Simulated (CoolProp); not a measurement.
Normal hydrogen at 416.58 K and 0.248 MPa flows at 0.58 m/s in a round tube of 6 mm bore and 45 µm roughness, fully developed (64/Re and Nu = 3.66 if laminar; Colebrook and Gnielinski if turbulent). Each further row changes one setting.

The numbers come from the reference Helmholtz-energy equation of state, Leachman 2009 in CoolProp.

```tsv
case	Reynolds number	Darcy friction factor	pressure drop (Pa/m)	heat-transfer coefficient (W/(m² K))	mass flow (kg/h)
as stated	…	…	…	145	…
velocity 1.16 m/s	89.4	0.716	…	145	0.0170
diameter 12 mm	89.4	0.716	…	…	…
```

Complete the blanks.


- as stated, Reynolds number: 44.7
- as stated, Darcy friction factor: 1.43
- as stated, pressure drop (Pa/m): 5.78
- as stated, mass flow (kg/h): 0.00851
- velocity 1.16 m/s, pressure drop (Pa/m): 11.6
- diameter 12 mm, pressure drop (Pa/m): 1.45
- diameter 12 mm, heat-transfer coefficient (W/(m² K)): 72.6
- diameter 12 mm, mass flow (kg/h): 0.0340

Viscosity comes from a separate model (Muzny 2013). Thermal conductivity comes from a separate model (Assael 2011).
